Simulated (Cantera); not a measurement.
Input: 1 mol MgO, 5.1 mol HCl, 34 mol H₂, equilibrated at 0.480 bar.

Equilibrium computed with Cantera from the NASA thermochemical tables; the gas is ideal and each condensed phase is pure. Candidate condensed phases: H₂O, Mg, MgCl₂, MgO, Mg(OH)₂; 22 gas species. Condensed phases not in the tables: MgOHCl. Rates play no part.

x: gas mole fraction; n: condensed amount in mol.

```tsv
T (K)	x H₂	x HCl	x H₂O	x MgCl₂	x H	n MgCl₂(s)	n MgO(s)
948	0.871	0.128	0.00131	8.94e-5	7.06e-10	0.0477	0.949
1048	0.870	0.129	0.000828	0.000828	1.04e-8	0	0.968
1148	0.870	0.127	0.00168	0.00168	9.64e-8	0	0.934
1248	0.870	0.124	0.00299	0.00299	6.29e-7	0	0.883
1348	0.870	0.121	0.00481	0.00481	3.11e-6	0	?
1448	0.870	0.116	0.00713	0.00713	1.24e-5	0	?
1548	0.870	0.111	0.00987	0.00987	4.14e-5	0	?
1648	0.869	0.105	0.0129	0.0129	0.000120	0	?
```

Task: Some entries are withheld; supply them.

Result: 
- 1348, n MgO(s): 0.812
- 1448, n MgO(s): 0.721
- 1548, n MgO(s): 0.614
- 1648, n MgO(s): 0.495
